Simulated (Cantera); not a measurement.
# Equilibrium for chemical vapour transport: Fe + HCl + Cl₂

Feed: 1 mol Fe, 0.016 mol HCl, 0.018 mol Cl₂, equilibrated at 0.133 bar.

Equilibrium computed with Cantera from the NASA thermochemical tables; the gas is ideal and each condensed phase is pure. Candidate condensed phases: Fe, FeCl₂, FeCl₃; 11 gas species. Mutual solubility and eutectic melting of coexisting phases are not modelled. The numbers say what is thermodynamically allowed, not how fast it happens.

At 950 K the condensed part is Fe(α) + FeCl₂(s). From 1000 K to 1050 K the condensed part is Fe(α) + FeCl₂(l). From 1100 K to 1150 K the condensed part is Fe(α). From 1200 K to 1350 K the condensed part is Fe(γ). The main Fe-bearing gas is FeCl₂ throughout.

```
T (K)  log p FeCl₂  log p HCl  log p H₂  log p Fe₂Cl₄  log p FeCl₃  log p Cl  n Fe(α)  n FeCl₂(s)  n FeCl₂(l)  n Fe(γ)
-----  -----------  ---------  --------  ------------  -----------  --------  -------  ----------  ----------  -------
950          -2.09      -1.21     -1.21         -2.72        -5.47     -9.88    0.977      0.0223           0        0
1000         -1.69      -1.17     -1.39         -2.33        -4.98     -9.14    0.978           0      0.0192        0
1050         -1.35      -1.22     -1.75         -1.99        -4.55     -8.48    0.979           0     0.00997        0
1100         -1.19      -1.32     -2.02         -1.99        -4.39     -7.94    0.980           0           0        0
1150         -1.15      -1.33     -2.01         -2.21        -4.40     -7.51    0.980           0           0        0
1200         -1.12      -1.35     -2.00         -2.43        -4.43     -7.12        0           0           0    0.980
1250         -1.11      -1.37     -1.99         -2.65        -4.46     -6.76        0           0           0    0.979
1300         -1.10      -1.38     -1.97         -2.86        -4.50     -6.43        0           0           0    0.979
1350         -1.09      -1.39     -1.95         -3.05        -4.54     -6.12        0           0           0    0.979
```
log p: log10 of the partial pressure in bar; n: condensed amount in mol.
